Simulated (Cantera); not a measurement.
Feed: 1 mol B2O3, 4.6 mol F2, 12 mol HF, at 2.60 mbar.

Cantera equilibrium calculation (NASA polynomials, part measured and part estimated; ideal gas, pure solids and liquids). Candidate condensed phases: B, B2O3, B3O3H3, H2O; 43 gas species. The numbers say what is thermodynamically allowed, not how fast it happens. All values below are at 1000 °C.

Base state: HF 0.642, F 0.171, BF3 0.107, O2 0.0802, F2 0.000111 (mole fractions); condensed: gas only.

Q: What changes in the equilibrium state with this change: F2 from 4.6 to 0.63 mol?

A: 
```tsv
species	before	after
HF	0.642	0.682
H2O	<1e-9	0.135
BF3	0.107	0.108
F	0.171	4.04e-8
O2	0.0802	0.0250
BOF	<1e-9	0.0469
HBO2	<1e-9	0.00278
B3O3F3	<1e-9	0.000453
```
Gases not in the tables: H3BO3.
